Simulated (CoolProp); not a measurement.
Vapour-liquid equilibrium of o-xylene (1) + n-undecane (2) at 460.2 K; x and y are mole fractions of (1).

Computed with CoolProp (multi-fluid Helmholtz-energy mixture model, Zhou 2012 and Aleksandrov 2011; pair parameters Bell 2016).

| x | bubble pressure, mixture model (MPa) | bubble pressure, Raoult's law (MPa) | y, mixture model | y, Raoult's law |
|---|---|---|---|---|
| 0.05 | 0.08996 | 0.09122 | 0.135 | 0.152 |
| 0.125 | 0.1033 | 0.1060 | 0.300 | 0.328 |
| 0.2 | 0.1171 | 0.1207 | 0.432 | 0.461 |
| 0.275 | 0.1313 | 0.1355 | 0.537 | 0.564 |
| 0.35 | 0.1458 | 0.1502 | 0.624 | 0.648 |
| 0.425 | 0.1605 | 0.1650 | 0.696 | 0.716 |
| 0.5 | 0.1753 | 0.1797 | 0.756 | 0.774 |
| 0.575 | 0.1904 | 0.1944 | 0.808 | 0.822 |
| 0.65 | 0.2055 | 0.2092 | 0.853 | 0.864 |
| 0.725 | 0.2208 | 0.2239 | 0.891 | 0.900 |
| 0.8 | 0.2363 | 0.2387 | 0.926 | 0.932 |
| 0.875 | 0.2518 | 0.2534 | 0.956 | 0.960 |
| 0.95 | 0.2675 | 0.2682 | 0.983 | 0.985 |

The largest gap from Raoult's law is -3.1 % in bubble pressure, at x = 0.275. No azeotrope shows between x = 0.05 and 0.95.

Pair parameters are fitted to limited data, so mixtures are less certain than the pure fluids.
